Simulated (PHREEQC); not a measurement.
Consider water at 20 °C with 26 mmol/kgw H2SO4 and 0.37 mmol/kgw Li2SO4. Closed to the air; pH follows from the charge balance.

All values are PHREEQC results (ion-association model, phreeqc.dat), not measurements.

Each row changes one thing in this solution. Precipitation was switched off in this run.

| case | pH | ionic strength (mol/kgw) | HSO4- (mol/kgw) | SO4-2 (mol/kgw) |
|---|---|---|---|---|
| as made | 1.51 | 0.0471 | 0.0160 | 0.0104 |
| H2SO4 replaced by NH4HSO4 at the same molality | 1.86 | 0.0556 | 0.00975 | … |
| temperature from 20 to 30 °C | 1.52 | 0.0448 | 0.0171 | 0.00921 |
| H2SO4 from 0.026 to 0.26 mol/kgw | 0.64 | … | … | 0.0339 |
| Li2SO4 replaced by K2SO4 at the same molality | 1.51 | 0.0471 | 0.0160 | 0.0104 |
| Li2SO4 replaced by MnSO4 at the same molality | 1.51 | 0.0472 | 0.0159 | 0.0103 |
| Li2SO4 replaced by (NH4)2SO4 at the same molality | 1.51 | 0.0471 | 0.0160 | 0.0103 |
| Li2SO4 from 0.00037 to 7.4e-05 mol/kgw | 1.51 | … | 0.0159 | 0.0102 |

Q: Complete the blanks.

A: 
- H2SO4 replaced by NH4HSO4 at the same molality, SO4-2 (mol/kgw): 0.0146
- H2SO4 from 0.026 to 0.26 mol/kgw, ionic strength (mol/kgw): 0.328
- H2SO4 from 0.026 to 0.26 mol/kgw, HSO4- (mol/kgw): 0.226
- Li2SO4 from 0.00037 to 7.4e-05 mol/kgw, ionic strength (mol/kgw): 0.0465
